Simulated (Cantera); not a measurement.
An isothermal, constant-pressure homogeneous reactor starts with H₂ : O₂ : N₂ = 1.6 : 1 : 7.7 (molar parts), equivalence ratio 0.80, at 1075 K and 0.390 bar.

Computed with Cantera and the H2/O2 subset of GRI-Mech 3.0, which has no nitrogen chemistry. The temperature is held fixed by assumption; the heat of reaction is taken as removed at once.

x: mole fraction; the columns are a selection and need not sum to one.

```json
[
 {"t (s)": "6.00e-6", "x H₂": "0.155", "x O₂": "0.0971", "x OH": "6.56e-12", "x O": "1.25e-11", "x H₂O₂": "<1e-12", "x H": "1.74e-10"},
 {"t (s)": "2.17e-5", "x H₂": "0.155", "x O₂": "0.0971", "x OH": "4.54e-11", "x O": "1.06e-10", "x H₂O₂": "<1e-12", "x H": "8.75e-10"},
 {"t (s)": "7.85e-5", "x H₂": "0.155", "x O₂": "0.0971", "x OH": "1.05e-9", "x O": "2.56e-9", "x H₂O₂": "1.58e-11", "x H": "1.89e-8"},
 {"t (s)": "0.000284", "x H₂": "0.155", "x O₂": "0.0968", "x OH": "2.08e-5", "x O": "4.33e-5", "x H₂O₂": "1.40e-7", "x H": "0.000319"},
 {"t (s)": "0.00103", "x H₂": "0.00381", "x O₂": "0.0229", "x OH": "0.000579", "x O": "0.000443", "x H₂O₂": "2.46e-6", "x H": "0.00151"},
 {"t (s)": "0.00371", "x H₂": "0.000396", "x O₂": "0.0212", "x OH": "9.33e-5", "x O": "2.32e-5", "x H₂O₂": "1.18e-6", "x H": "1.99e-5"},
 {"t (s)": "0.0134", "x H₂": "4.71e-5", "x O₂": "0.0211", "x OH": "2.85e-5", "x O": "1.98e-6", "x H₂O₂": "2.80e-7", "x H": "7.03e-7"},
 {"t (s)": "0.0485", "x H₂": "3.29e-6", "x O₂": "0.0211", "x OH": "1.09e-5", "x O": "2.20e-7", "x H₂O₂": "5.35e-8", "x H": "2.17e-8"},
 {"t (s)": "0.175", "x H₂": "1.76e-7", "x O₂": "0.0211", "x OH": "4.65e-6", "x O": "3.76e-8", "x H₂O₂": "1.13e-8", "x H": "8.54e-10"},
 {"t (s)": "0.634", "x H₂": "(withheld)", "x O₂": "0.0211", "x OH": "(withheld)", "x O": "(withheld)", "x H₂O₂": "(withheld)", "x H": "8.34e-11"},
 {"t (s)": "2.29", "x H₂": "6.68e-9", "x O₂": "0.0211", "x OH": "1.15e-6", "x O": "2.31e-9", "x H₂O₂": "7.67e-10", "x H": "1.14e-11"},
 {"t (s)": "8.30", "x H₂": "2.14e-9", "x O₂": "0.0211", "x OH": "6.25e-7", "x O": "6.89e-10", "x H₂O₂": "2.33e-10", "x H": "2.06e-12"},
 {"t (s)": "30.0", "x H₂": "1.34e-9", "x O₂": "0.0211", "x OH": "4.32e-7", "x O": "3.29e-10", "x H₂O₂": "1.13e-10", "x H": "<1e-12"}
]
```

Question: Complete the blanks.

Answer: 
- 0.634, x H₂: 2.69e-8
- 0.634, x OH: 2.23e-6
- 0.634, x O: 8.74e-9
- 0.634, x H₂O₂: 2.80e-9
